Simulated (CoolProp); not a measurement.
Properties of R227EA along the isobar 2560 kPa (Tc = 374.9 K, pc = 2925 kPa, ω = 0.358).

Computed with CoolProp (reference Helmholtz-energy equation of state, Lemmon 2016).

```tsv
T (K)	phase	cv (kJ/(kg K))	Prandtl number	fugacity coefficient
289.2	liquid	0.8115	5.11	0.1341
302.9	liquid	0.8332	4.67	0.1967
316.7	liquid	0.8558	4.28	0.2756
330.4	liquid	0.8793	3.95	0.3691
344.1	liquid	0.9048	3.65	0.4760
357.8	liquid	0.9372	3.44	0.5924
371.6	gas	0.9900	1.22	0.6960
385.3	gas	0.9578	0.902	0.7376
399	gas	0.9532	0.830	0.7704
```

Viscosity comes from a separate model (Huber 2003), an estimate that may be off by 10 % or more. Thermal conductivity comes from a separate model (Huber 2003), an estimate that may be off by 10 % or more.
